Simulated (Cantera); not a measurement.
Feed: 1 mol SiH2Cl2, 17 mol N2, 0.13 mol H2, equilibrated at 1700 K and 0.133 bar.

These are equilibrium values from Cantera (NASA tables, ideal gas, pure condensed phases), not measurements of a reactor. Candidate condensed phases: NH4Cl, Si, Si3N4; 28 gas species. The tables' values for SiCl3 are old estimates; treat these amounts as uncertain. Kinetics and transport are ignored.

Base state: N2 0.888, HCl 0.0574, H2 0.0316, SiCl2 0.0209, SiCl3 0.00198, SiCl4 0.000370, Cl 0.000101, H 7.17e-5 (mole fractions); condensed: Si3N4(s).

### Question
What changes in the equilibrium state with this change: 0.35 mol O2 added?

### Answer
```json
[
 {"species": "N2", "before": "0.888", "after": "0.884"},
 {"species": "HCl", "before": "0.0574", "after": "0.0936"},
 {"species": "H2", "before": "0.0316", "after": "0.0131"},
 {"species": "SiCl2", "before": "0.0209", "after": "0.00386"},
 {"species": "SiO", "before": "0", "after": "0.00379"},
 {"species": "SiHCl3", "before": "3.94e-5", "after": "1.19e-5"},
 {"species": "Cl", "before": "0.000101", "after": "0.000256"},
 {"species": "SiCl3", "before": "0.00198", "after": "0.000926"},
 {"species": "H", "before": "7.17e-5", "after": "4.62e-5"},
 {"species": "Si3N4(s), mol", "before": "0.188", "after": "0"},
 {"species": "SiO2(condensed), mol", "before": "0", "after": "0.142"},
 {"species": "Si2N2O(s), mol", "before": "0", "after": "0.344"}
]
```
Mutual solubility and eutectic melting of coexisting phases are not modelled. The tables hold silica as quartz up to 1696 K and as liquid above; real silica turns to tridymite and cristobalite and melts near 1996 K. Further candidate phases: H2O, SiO2, Si2N2O.
